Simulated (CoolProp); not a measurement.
The numbers come from the reference Helmholtz-energy equation of state, de Vries 1995 in CoolProp.

### Question
For R124, give the phase and the speed of sound (m/s), viscosity (µPa s), Prandtl number at 190.9 K and 0.163 MPa.

### Answer
- 190.9 K and 0.163 MPa: liquid; speed of sound 973, viscosity 1310, Prandtl number 11.9

Viscosity comes from a separate model (Bell 2016), an estimate that may be off by 10 % or more. Thermal conductivity comes from a separate model (Huber 2003), an estimate that may be off by 10 % or more.
